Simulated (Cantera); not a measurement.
Input: 1 mol Al, 11 mol O2, 50 mol N2, equilibrated at 625 °C and 22.0 Pa.

Cantera equilibrium calculation (NASA polynomials, part measured and part estimated; ideal gas, pure solids and liquids). Candidate condensed phases: Al, AlN, Al2O3; 16 gas species. Rates play no part.

**Question.** What is the equilibrium state?

**Answer.** x(N2): 0.830
x(O2): 0.170
x(NO): 8.31e-6
n(Al2O3(s)): 0.500 mol
gas amount: 60.25 mol
log10 activity of Al(s) (absent): -37.23
